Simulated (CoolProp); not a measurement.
A simple Rankine cycle with cis-2-butene: condensing at 328.15 K, boiler at 3.53 MPa, turbine inlet 464.4 K, turbine efficiency 0.85, pump efficiency 0.7, no recuperator. Each further row changes one setting.

Model: reference Helmholtz-energy equation of state, Lemmon 2005, in CoolProp. It is a short technical equation, of lower accuracy than the large ones.

| case | thermal efficiency (%) | net work (kJ/kg) | heat in (kJ/kg) | turbine exit temperature (K) | volume ratio over the turbine |
|---|---|---|---|---|---|
| as stated | 14.4 | 79.2 | 549 | ? | ? |
| turbine inlet 484.4 K | 14.4 | 86.7 | 601 | 413.4 | 7.32 |
| condensing temperature 320.15 K | 15.6 | 88.6 | 568 | 383.8 | 9.38 |
| boiler pressure 2.47 MPa | 12.4 | 71.5 | ? | 408.9 | 4.96 |
| turbine efficiency 0.75 | 12.6 | 69.0 | 549 | 395.6 | 7.75 |

Problem. Some entries are withheld; supply them.

Solution. 
- as stated, turbine exit temperature (K): 390.2
- as stated, volume ratio over the turbine: 7.62
- boiler pressure 2.47 MPa, heat in (kJ/kg): 577
